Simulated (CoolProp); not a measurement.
The fluid at 298.15 K and 6.1 MPa is compressed adiabatically to 23.9 MPa with isentropic efficiency 1. The same conditions are run with several fluids, on thermodynamics alone (safety and materials aside).

Model: reference Helmholtz-energy equation of state of each fluid (CF4 (R14): Platzer 1990; carbon monoxide: Lemmon 2006; oxygen: Schmidt 1985; dry air: Lemmon 2000), in CoolProp. The equations of Platzer and Polt are older, rougher fits. Blends and air are pseudo-pure fits.

```tsv
fluid	work (kJ/kg)	final temperature (K)	final density (kg/m³)
CF4 (R14)	36.5	371.0	690
carbon monoxide	155	444.1	162
oxygen	130	442.3	197
dry air	149	444.2	170
```

Above 300 K oxygen's equation is extrapolated.
